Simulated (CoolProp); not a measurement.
Methanol at 293.15 K and 0.00997 MPa flows at 1.2 m/s in a round tube of 2 mm bore and 15 µm roughness, fully developed (64/Re and Nu = 3.66 if laminar; Colebrook and Gnielinski if turbulent). Each further row changes one setting.

The numbers come from the reference Helmholtz-energy equation of state, de Reuck 1993 in CoolProp.

```
case              Reynolds number  Darcy friction factor  pressure drop (Pa/m)  heat-transfer coefficient (W/(m² K))  mass flow (kg/h)
----------------  ---------------  ---------------------  --------------------  ------------------------------------  ----------------
as stated                       …                      …                     …                                  26.9                 …
velocity 2.4 m/s             67.3                  0.951                     …                                  26.9           0.00360
diameter 4 mm                67.3                  0.951                     …                                  13.4           0.00721
```

**Question.** Fill in the missing entries.

**Answer.** 
- as stated, Reynolds number: 33.6
- as stated, Darcy friction factor: 1.90
- as stated, pressure drop (Pa/m): 90.9
- as stated, mass flow (kg/h): 0.00180
- velocity 2.4 m/s, pressure drop (Pa/m): 182
- diameter 4 mm, pressure drop (Pa/m): 22.7

Viscosity comes from a separate model (Xiang 2006). Thermal conductivity comes from a separate model (Sykioti 2013).
